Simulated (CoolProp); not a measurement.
Vapour-liquid equilibrium of propane (1) + R134a (2) at 1490 kPa; x and y are mole fractions of (1).

The numbers come from the multi-fluid Helmholtz-energy mixture model, Lemmon 2009 and Tillner-Roth 1994; pair parameters Bell 2016 in CoolProp.

```
x     bubble temperature, mixture model (K)  bubble temperature, Raoult's law (K)  y, mixture model  y, Raoult's law
----  -------------------------------------  ------------------------------------  ----------------  ---------------
0.05                                  323.0                                 327.5             0.130            0.063
0.15                                  315.8                                 326.4             0.308            0.185
0.25                                  311.7                                 325.3             0.415            0.301
0.35                                  309.3                                 324.1             0.485            0.411
0.45                                  308.0                                 323.0             0.537            0.516
0.55                                  307.4                                 321.9             0.584            0.615
0.65                                  307.3                                 320.7             0.632            0.709
0.75                                  308.0                                 319.6             0.691            0.798
0.85                                  309.7                                 318.5             0.773            0.882
0.95                                  313.6                                 317.4             0.903            0.962
```

The largest gap from Raoult's law is -15.0 K in bubble temperature, at x = 0.45. y crosses x between x = 0.55 and 0.65: the model has an azeotrope there.

The pair parameters rest on a limited set of measurements; away from them the model extrapolates. With so large a gap from Raoult's law the liquid may split in two, which this calculation doesn't test in full.
